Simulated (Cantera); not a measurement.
An adiabatic, constant-pressure homogeneous reactor starts with H2 : O2 : N2 = 1 : 0.357 : 1.34 (molar parts), equivalence ratio 1.4, at 1000 K and 6.40 bar. Integrator tolerance rtol = 1e-08.

Computed with Cantera and GRI-Mech 3.0 (53 species, 325 reactions). The hydrogen kinetics of GRI-Mech 3.0 are dated; newer H2 mechanisms differ, most at raised pressure.

```json
[
 {"quantity": "time of steepest temperature rise", "before": "8.99 ms", "after": "1.29 µs"},
 {"quantity": "temperature at 2.00 s", "before": "2774 K", "after": "3088 K"},
 {"quantity": "equilibrium temperature", "before": "2774 K", "after": "3088 K"},
 {"quantity": "x(H2) at 2.00 s", "before": "0.122 (gas-phase equilibrium 0.122)", "after": "0.127 (gas-phase equilibrium 0.127)"},
 {"quantity": "x(O2) at 2.00 s", "before": "0.000355 (gas-phase equilibrium 0.000355)", "after": "0.00240 (gas-phase equilibrium 0.00240)"},
 {"quantity": "x(O) at 2.00 s", "before": "0.000367 (gas-phase equilibrium 0.000367)", "after": "0.00295 (gas-phase equilibrium 0.00295)"},
 {"quantity": "x(H2O) at 2.00 s", "before": "0.293 (gas-phase equilibrium 0.293)", "after": "0.261 (gas-phase equilibrium 0.261)"},
 {"quantity": "x(H2O2) at 2.00 s", "before": "1.68e-7 (gas-phase equilibrium 1.68e-7)", "after": "6.38e-7 (gas-phase equilibrium 6.38e-7)"},
 {"quantity": "x(NO) at 2.00 s", "before": "0.00124 (gas-phase equilibrium 0.00124)", "after": "0.00475 (gas-phase equilibrium 0.00475)"}
]
```

Q: What was changed between the two runs?
A. pressure from 6.40 bar to 0.940 bar
B. N2 1.34 to 0.99 parts
C. initial temperature 1000 to 1675 K
D. O2 0.357 to 0.19 parts

A: C, initial temperature 1000 to 1675 K
